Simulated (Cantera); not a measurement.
Stirred combustor or abatement burner

A perfectly stirred reactor is fed with H₂ : O₂ : N₂ = 1 : 0.877 : 5.26 (molar parts), at 2480 Torr; it is adiabatic with a 700 K inlet, and is followed from long to short residence time, starting on the burning branch (τ in s: 0.046, 0.023, 0.012, 0.0058, 0.0029, 0.0015, 0.00074, 0.00037, 0.00019, 9.3e-05, 4.7e-05, 2.3e-05, 1.2e-05).

Model: the H2/O2 subset of GRI-Mech 3.0, which has no nitrogen chemistry, integrated in Cantera. The hydrogen kinetics of GRI-Mech 3.0 are dated; newer H2 mechanisms differ, most at raised pressure.

| τ (s) | T (K) | x H₂ | x O₂ | x O | x H₂O₂ | x HO₂ | x H |
|---|---|---|---|---|---|---|---|
| 0.046 | 1746 | 0.000106 | 0.0566 | 5.21e-5 | 1.51e-7 | 2.03e-6 | 6.51e-6 |
| 0.023 | 1744 | 0.000165 | 0.0566 | 8.03e-5 | 2.04e-7 | 3.04e-6 | 1.25e-5 |
| 0.012 | 1742 | 0.000253 | 0.0566 | 0.000122 | 2.70e-7 | 4.50e-6 | 2.34e-5 |
| 0.0058 | 1739 | 0.000407 | 0.0565 | 0.000197 | 3.68e-7 | 7.00e-6 | 4.76e-5 |
| 0.0029 | 1735 | 0.000640 | 0.0565 | 0.000311 | 4.90e-7 | 1.06e-5 | 9.39e-5 |
| 0.0015 | 1729 | 0.000982 | 0.0565 | 0.000479 | 6.39e-7 | 1.54e-5 | 0.000179 |
| 0.00074 | 1720 | 0.00155 | 0.0565 | 0.000757 | 8.45e-7 | 2.25e-5 | 0.000355 |
| 0.00037 | 1706 | 0.00240 | 0.0566 | 0.00117 | 1.11e-6 | 3.17e-5 | 0.000685 |
| 0.00019 | 1685 | 0.00363 | 0.0568 | 0.00174 | 1.46e-6 | 4.27e-5 | 0.00126 |
| 9.3e-5 | 1653 | 0.00564 | 0.0574 | 0.00256 | 2.02e-6 | 5.66e-5 | 0.00235 |
| 4.7e-5 | 1608 | 0.00860 | 0.0585 | 0.00350 | 2.87e-6 | 7.21e-5 | 0.00407 |
| 2.3e-5 | 1540 | 0.0139 | 0.0610 | 0.00440 | 4.48e-6 | 9.19e-5 | 0.00666 |
| 1.2e-5 | 1445 | 0.0239 | 0.0664 | 0.00452 | 7.39e-6 | 0.000119 | 0.00921 |
x: mole fraction; the columns are a selection and need not sum to one.
